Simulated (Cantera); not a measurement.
Feed: 1 mol Si, 0.0013 mol H2O, 5.4 mol H2, 0.028 mol CO2, held at 2075 K and 750 Torr.

Cantera equilibrium calculation (NASA polynomials, part measured and part estimated; ideal gas, pure solids and liquids). Candidate condensed phases: C, C6H6, C7H8, C8H18, H2O, Si, SiC, SiO2; 123 gas species. Mutual solubility and eutectic melting of coexisting phases are not modelled. Gases not in the tables: Si2H6 and higher silanes. The numbers say what is thermodynamically allowed, not how fast it happens.

Q: What is the equilibrium state?

A: 
- x(H2): 0.987
- x(SiO): 0.00715
- x(CO): 0.00333
- x(H): 0.00265
- x(SiH2): 0.000158
- x(Si): 0.000102
- x(SiH): 5.79e-5
- x(CH4): 2.44e-5
- x(C2H2 (acetylene)): 6.28e-6
- n(Si(l)): 0.950 mol
- n(SiC(s)): 0.00956 mol
- gas amount: 5.466 mol
- log10 activity of C(graphite) (absent): -1.14
